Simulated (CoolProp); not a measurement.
The fluid at 298.15 K and 2.68 MPa (liquid) is heated at constant pressure to 391.4 K. The same conditions are run with several fluids, on thermodynamics alone (safety and materials aside).

Computed with CoolProp (reference Helmholtz-energy equation of state of each fluid (propylene: Lemmon 2013; R404A: Lemmon 2003; ethanol: Schroeder 2014; ethylbenzene: Zhou 2012; dodecamethylpentasiloxane (MD3M): Thol 2019)). Blends and air are pseudo-pure fits.

```csv
fluid,heat (kJ/kg),final phase,final density (kg/m³)
propylene,485,gas,42.2
R404A,229,gas,98.2
ethanol,267,liquid,697
ethylbenzene,177,liquid,781
dodecamethylpentasiloxane (MD3M),169,liquid,785
```
